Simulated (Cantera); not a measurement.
## Diamond growth

A diamond (100) surface in a fixed gas of H2 with x(CH4) = 0.0097, x(H) = 0.0046, at 925 K, 0.110 bar; coverages are run to steady state.

Model: the Harris–Goodwin 1993 mechanism for the reconstructed diamond (100) surface, integrated in Cantera.

```tsv
x(CH3)	growth (µm/h)	θ c6HH	θ c6H*	θ c6*H	θ c6**	θ c6HM
1e-06	0.0398	0.668	0.0123	0.314	0.00545	0.000164
2.1e-06	0.0836	0.667	0.0123	0.314	0.00545	0.000343
4.3e-06	0.171	0.667	0.0123	0.314	0.00545	0.000703
8.9e-06	0.354	0.667	0.0123	0.314	0.00544	0.00145
1.9e-05	0.754	0.665	0.0123	0.313	0.00542	0.00310
3.8e-05	1.50	0.663	0.0122	0.312	0.00540	0.00616
8e-05	3.13	0.657	0.0121	0.309	0.00534	0.0129
0.00017	6.52	0.645	0.0119	0.304	0.00521	0.0268
0.00034	12.6	0.624	0.0115	0.294	0.00500	0.0516
```
θ: site fractions in the mechanism's names (c6HH fully hydrogenated, c6H* and c6*H radical sites, c6** diradical, c6HM methylated).
